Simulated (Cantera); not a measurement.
An adiabatic, constant-volume homogeneous reactor starts with CH4 : C2H6 : C3H8 : O2 : N2 = 1 : 0.075 : 0.34 : 4.26 : 21.7 (molar parts), at 1375 K and 26000 Pa.

Detailed kinetics in Cantera: GRI-Mech 3.0 (53 species, 325 reactions). GRI-Mech 3.0 was tuned for natural gas; its chemistry of propane as a main component is partial and can be far from experiment.

Predict: time of steepest temperature rise; temperature at 0.300 s; equilibrium temperature; x(NO2) at 0.300 s; x(H) at 0.300 s; x(CO2) at 0.300 s.


| Quantity | Value |
|---|---|
| time of steepest temperature rise | 1.03 ms |
| temperature at 0.300 s | 2641 K |
| equilibrium temperature | 2641 K |
| x(NO2) at 0.300 s | 1.66e-6 (gas-phase equilibrium 1.66e-6) |
| x(H) at 0.300 s | 0.00662 (gas-phase equilibrium 0.00662) |
| x(CO2) at 0.300 s | 0.0444 (gas-phase equilibrium 0.0444) |
